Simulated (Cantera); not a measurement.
An isothermal, constant-pressure homogeneous reactor starts with 70.9 % CH4, 29.1 % CO2, at 1275 K and 12.0 bar.

Computed with Cantera and GRI-Mech 3.0 (53 species, 325 reactions). GRI-Mech 3.0 stops at C3 and has no aromatics, soot or wall deposition, so with more carbon than oxygen in the feed, carbon stays in small species such as C2H2 where larger ones or solid carbon would form. The pressure lies above the range GRI-Mech 3.0 was tuned for (to about 10 atm).

x: mole fraction; the columns are a selection and need not sum to one.

```csv
t (s),x CH4,x CO2,x H2O,x H,x OH,x HO2,x C2H
1.00e-5,0.709,0.291,1.49e-10,7.77e-11,<1e-12,<1e-12,<1e-12
3.15e-5,0.709,0.291,4.70e-10,7.78e-11,<1e-12,<1e-12,<1e-12
9.92e-5,0.709,0.291,1.48e-9,7.85e-11,<1e-12,<1e-12,<1e-12
0.000312,0.709,0.291,___,8.11e-11,<1e-12,<1e-12,<1e-12
0.000984,0.709,0.291,1.53e-8,8.29e-11,<1e-12,<1e-12,<1e-12
0.00310,0.709,0.291,4.98e-8,8.67e-11,<1e-12,<1e-12,<1e-12
0.00976,0.709,0.291,1.68e-7,9.93e-11,<1e-12,<1e-12,<1e-12
0.0307,0.709,0.291,6.59e-7,1.46e-10,<1e-12,<1e-12,<1e-12
0.0968,0.708,0.291,3.69e-6,3.42e-10,<1e-12,<1e-12,<1e-12
0.305,0.704,0.290,3.27e-5,1.13e-9,1.10e-12,<1e-12,<1e-12
0.960,0.692,0.288,0.000337,3.76e-9,4.40e-12,<1e-12,<1e-12
3.02,0.656,0.281,0.00340,1.23e-8,2.30e-11,<1e-12,<1e-12
9.53,0.569,0.241,0.0327,4.08e-8,2.38e-10,<1e-12,2.07e-12
30.0,___,___,___,___,9.98e-10,<1e-12,4.98e-12
```

Fill in the missing entries.


- 0.000312, x H2O: 4.75e-9
- 30.0, x CH4: 0.473
- 30.0, x CO2: 0.150
- 30.0, x H2O: 0.111
- 30.0, x H: 5.50e-8
